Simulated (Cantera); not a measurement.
Input (Python, Cantera):

```python
import numpy as np
import cantera as ct

gas = ct.Solution("gri30.yaml")
gas.TPX = 1475, 18000, {'CO': 0.0019, 'O2': 0.03, 'H2O': 0.08, 'N2': 1}
reactor = ct.IdealGasConstPressureReactor(gas, energy="off", clone=False)
net = ct.ReactorNet([reactor])
net.rtol, net.atol = 1e-08, 1e-18
show = ['CO', 'O2', 'H2O', 'HO2', 'H', 'NO']
times = np.geomspace(0.0008, 8, 14)

steps = ct.SolutionArray(gas, extra=["t"])
rows = []
print(f"{'t/s':>10s}{'T/K':>9s}{'P/Pa':>11s}" + "".join(f"{s:>11s}" for s in show))
for t in times:
    while net.time < t:
        t_next = net.step()
        steps.append(gas.state, t=t_next)
    rows.append([np.interp(t, steps.t, y) for y in (steps.T, steps.P, *steps(*show).X.T)])
    print(f"{t:10.3e}{rows[-1][0]:9.1f}{rows[-1][1]:11.4g}" + "".join(f"{x:11.3e}" for x in rows[-1][2:]))
rate = np.gradient(steps.T, steps.t)
print("integrator steps:", len(steps.t))
if steps.T.max() > steps.T[0] + 200:
    print(f"time of steepest temperature rise: {steps.t[rate.argmax()]:.4e} s")
gas.TPX = 1475, 18000, {'CO': 0.0019, 'O2': 0.03, 'H2O': 0.08, 'N2': 1}
gas.equilibrate("TP")
print(f"equilibrium (TP): T = {gas.T:.1f} K  " + "  ".join(f"{s} {gas[s].X[0]:.3e}" for s in show))
```

Output:

```
       t/s      T/K       P/Pa         CO         O2        H2O        HO2          H         NO
 8.000e-04   1475.0    1.8e+04  1.709e-03  2.698e-02  7.195e-02  2.329e-08  2.805e-09  4.991e-15
 1.625e-03   1475.0    1.8e+04  1.709e-03  2.698e-02  7.195e-02  3.443e-08  1.012e-08  2.689e-14
 3.300e-03   1475.0    1.8e+04  1.707e-03  2.698e-02  7.195e-02  4.807e-08  7.003e-08  2.560e-13
 6.701e-03   1475.0    1.8e+04  1.631e-03  2.693e-02  7.188e-02  1.690e-07  2.677e-06  1.278e-11
 1.361e-02   1475.0    1.8e+04  2.791e-04  2.616e-02  7.123e-02  7.753e-07  1.199e-04  7.815e-09
 2.764e-02   1475.0    1.8e+04  1.326e-05  2.605e-02  7.159e-02  4.488e-07  3.586e-05  3.494e-08
 5.614e-02   1475.0    1.8e+04  3.219e-06  2.609e-02  7.182e-02  1.705e-07  6.031e-06  4.965e-08
 1.140e-01   1475.0    1.8e+04  9.917e-07  2.611e-02  7.192e-02  6.404e-08  1.132e-06  5.742e-08
 2.315e-01   1475.0    1.8e+04  3.538e-07  2.613e-02  7.196e-02  3.022e-08  2.659e-07  6.187e-08
 4.702e-01   1475.0    1.8e+04  1.553e-07  2.613e-02  7.197e-02  2.077e-08  8.456e-08  6.452e-08
 9.550e-01   1475.0    1.8e+04  9.546e-08  2.614e-02  7.198e-02  1.893e-08  4.360e-08  6.648e-08
 1.940e+00   1475.0    1.8e+04  8.436e-08  2.614e-02  7.198e-02  1.875e-08  3.699e-08  6.910e-08
 3.939e+00   1475.0    1.8e+04  8.389e-08  2.614e-02  7.198e-02  1.874e-08  3.671e-08  7.415e-08
 8.000e+00   1475.0    1.8e+04  8.388e-08  2.614e-02  7.198e-02  1.874e-08  3.671e-08  8.439e-08
integrator steps: 1139
equilibrium (TP): T = 1475.0 K  CO 8.421e-08  O2 2.593e-02  H2O 7.198e-02  HO2 1.863e-08  H 3.678e-08  NO 4.078e-04
```

Model: GRI-Mech 3.0 (53 species, 325 reactions), integrated in Cantera.
